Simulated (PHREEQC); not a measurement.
Solution (25 °C): 0.18 mol/kgw KOH. Closed to the air; pH follows from the charge balance.

Computed with PHREEQC (ion-association model, phreeqc.dat).

The pH is 13.11 and the ionic strength comes out as 0.180 mol/kgw. The activity of water is 0.994 and the specific conductance is 38900 µS/cm. The density comes out as 1.006 g/cm³. The total alkalinity comes out as 180 meq/kg.

```csv
species,molality,activity,log γ
OH-,0.180,0.129,-0.145
K+,0.180,0.130,-0.143
```

Precipitation was switched off in this run.
